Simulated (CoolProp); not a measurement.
Vapour-liquid equilibrium of R1234ze(E) (1) + R227EA (2) at 0.749 MPa; x and y are mole fractions of (1).

The numbers come from the multi-fluid Helmholtz-energy mixture model, Thol 2016 and Lemmon 2016; pair parameters Bell 2023 in CoolProp.

Question: Give the bubble temperature and the first vapour's composition at x = 0.05, 0.2, 0.35. Is there an azeotrope?

Answer: x = 0.05: 42.1 °C, y = 0.056; x = 0.2: 41.2 °C, y = 0.217; x = 0.35: 40.5 °C, y = 0.371. No azeotrope shows between x = 0.05 and 0.95.

The pair parameters rest on a limited set of measurements; away from them the model extrapolates.
